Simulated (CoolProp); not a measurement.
Vapour-liquid equilibrium of R22 (1) + R142b (2) at 252.6 K; x and y are mole fractions of (1).

Model: multi-fluid Helmholtz-energy mixture model, Kamei 1995 and Lemmon 2006; pair parameters Bell 2016, in CoolProp.

### Question
Give the bubble pressure and the first vapour's composition at x = 0.05, 0.8, 0.95. Is there an azeotrope?

### Answer
x = 0.05: 0.07066 MPa, y = 0.160; x = 0.8: 0.2006 MPa, y = 0.937; x = 0.95: 0.2303 MPa, y = 0.987. No azeotrope shows between x = 0.05 and 0.95.

The pair parameters rest on a limited set of measurements; away from them the model extrapolates.
